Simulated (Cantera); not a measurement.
Input: 1 mol MgCO3, 2.7 mol H2O, 0.31 mol H2, equilibrated at 1125 °C and 825 Torr.

These are equilibrium values from Cantera (NASA tables, ideal gas, pure condensed phases), not measurements of a reactor. Candidate condensed phases: C, C6H6, C7H8, C8H18, H2O, Mg, MgCO3, MgO, Mg(OH)2; 116 gas species. The numbers say what is thermodynamically allowed, not how fast it happens.

Base state: H2O 0.704, CO2 0.218, H2 0.0463, CO 0.0310 (mole fractions); condensed: MgO(s).

**Question.** What changes in the equilibrium state with this change: temperature from 1125 °C to 1602 °C?

**Answer.** 
```json
[
 {"species": "H2O", "before": "0.704", "after": "0.715"},
 {"species": "CO2", "before": "0.218", "after": "0.207"},
 {"species": "CO", "before": "0.0310", "after": "0.0421"},
 {"species": "H2", "before": "0.0463", "after": "0.0353"},
 {"species": "OH", "before": "2.92e-7", "after": "0.000186"},
 {"species": "H", "before": "9.73e-7", "after": "0.000117"},
 {"species": "MgO(s), mol", "before": "1.00", "after": "1.000"}
]
```

**Question.** What changes in the equilibrium state with this change: temperature from 1125 °C to 702 °C?

**Answer.** 
```
species      before   after
-----------  ------  ------
H2O           0.704   0.687
CO2           0.218   0.236
H2           0.0463  0.0636
CO           0.0310  0.0137
MgO(s), mol    1.00    1.00
```
